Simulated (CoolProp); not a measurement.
Computed with CoolProp (reference Helmholtz-energy equation of state, Thol 2012).

For benzene, give the phase and the cp (kJ/(kg K)), viscosity (µPa s) at 319.1 K and 3.09 MPa; 337.5 K and 3.09 MPa; 349.7 K and 3.09 MPa.


- 319.1 K and 3.09 MPa: liquid; cp 1.79, viscosity 473
- 337.5 K and 3.09 MPa: liquid; cp 1.85, viscosity 385
- 349.7 K and 3.09 MPa: liquid; cp 1.89, viscosity 340

Viscosity comes from a separate model (Avgeri 2014).
